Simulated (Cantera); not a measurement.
A perfectly stirred reactor is fed with N2O : N2 = 0.4 : 8.9 (molar parts), at 10.00 Torr; it is held at 1250 K, and followed from long to short residence time.

Detailed kinetics in Cantera: GRI-Mech 3.0 (53 species, 325 reactions). GRI-Mech 3.0 was tuned for natural gas; its chemistry of N2O as a main component is partial and can be far from experiment. Radical loss at walls, strong at low pressure, is not modelled. The mechanism lacks 2 NO + O2 → 2 NO2 and HONO, so NO2 and the effect of NO are under-described below about 1400 K.

x: mole fraction; the columns are a selection and need not sum to one.

```json
[
 {"τ (s)": "3.7", "x N2O": "0.0399", "x NO2": "4.57e-8", "x N2": "0.958", "x O": "3.85e-6", "x NO": "0.000379"},
 {"τ (s)": "1.8", "x N2O": "0.0415", "x NO2": "…", "x N2": "0.958", "x O": "3.84e-6", "x NO": "…"},
 {"τ (s)": "0.90", "x N2O": "0.0422", "x NO2": "8.60e-9", "x N2": "0.957", "x O": "3.82e-6", "x NO": "9.68e-5"},
 {"τ (s)": "0.45", "x N2O": "0.0426", "x NO2": "3.18e-9", "x N2": "0.957", "x O": "3.78e-6", "x NO": "4.84e-5"},
 {"τ (s)": "0.22", "x N2O": "0.0428", "x NO2": "9.82e-10", "x N2": "0.957", "x O": "3.71e-6", "x NO": "…"},
 {"τ (s)": "0.11", "x N2O": "0.0429", "x NO2": "2.72e-10", "x N2": "0.957", "x O": "3.57e-6", "x NO": "1.12e-5"},
 {"τ (s)": "0.054", "x N2O": "0.0430", "x NO2": "6.27e-11", "x N2": "0.957", "x O": "3.32e-6", "x NO": "5.13e-6"},
 {"τ (s)": "0.027", "x N2O": "0.0430", "x NO2": "1.27e-11", "x N2": "0.957", "x O": "2.91e-6", "x NO": "2.25e-6"},
 {"τ (s)": "0.013", "x N2O": "0.0430", "x NO2": "1.89e-12", "x N2": "0.957", "x O": "2.30e-6", "x NO": "8.58e-7"},
 {"τ (s)": "0.0066", "x N2O": "0.0430", "x NO2": "<1e-12", "x N2": "0.957", "x O": "1.66e-6", "x NO": "3.13e-7"}
]
```

Q: Fill in the missing entries.

A: 
- 1.8, x NO2: 2.05e-8
- 1.8, x NO: 0.000191
- 0.22, x NO: 2.33e-5
